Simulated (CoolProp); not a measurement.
The numbers come from the reference Helmholtz-energy equation of state, Setzmann 1991 in CoolProp.

Task: For methane, give the phase and the Z, cp (kJ/(kg K)), Joule-Thomson coefficient (K/MPa), conductivity (mW/(m K)) at 190.5 K and 6.89 MPa.

Result: 
- 190.5 K and 6.89 MPa: liquid; Z 0.258, cp 5.97, Joule-Thomson coefficient 1.16, conductivity 86.0

Thermal conductivity comes from a separate model (Friend 1989).
